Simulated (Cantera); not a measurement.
A perfectly stirred reactor is fed with 38.2 % CH4, 61.1 % H2, 0.763 % H2O, at 0.000130 bar; it is held at 1575 K, and followed from long to short residence time.

Model: GRI-Mech 3.0 (53 species, 325 reactions), integrated in Cantera. GRI-Mech 3.0 stops at C3 and has no aromatics, soot or wall deposition, so with more carbon than oxygen in the feed, carbon stays in small species such as C2H2 where larger ones or solid carbon would form. Radical loss at walls, strong at low pressure, is not modelled.

Q: Predict: x(CH4) at τ = 12.0 s; x(H2) at τ = 12.0 s; x(C2H4) at τ = 12.0 s; x(CH2) at τ = 12.0 s; x(H) at τ = 12.0 s; x(CH4) at τ = 0.230 s; x(H2) at τ = 0.230 s; x(C2H4) at τ = 0.230 s; x(H) at τ = 0.230 s.

A: 
```
Item                       Value
----------------------  --------
x(CH4) at τ = 12.0 s       0.278
x(H2) at τ = 12.0 s        0.675
x(C2H4) at τ = 12.0 s    0.00424
x(CH2) at τ = 12.0 s     7.83e-7
x(H) at τ = 12.0 s      0.000345
x(CH4) at τ = 0.230 s      0.382
x(H2) at τ = 0.230 s       0.611
x(C2H4) at τ = 0.230 s   4.71e-7
x(H) at τ = 0.230 s      5.67e-6
```
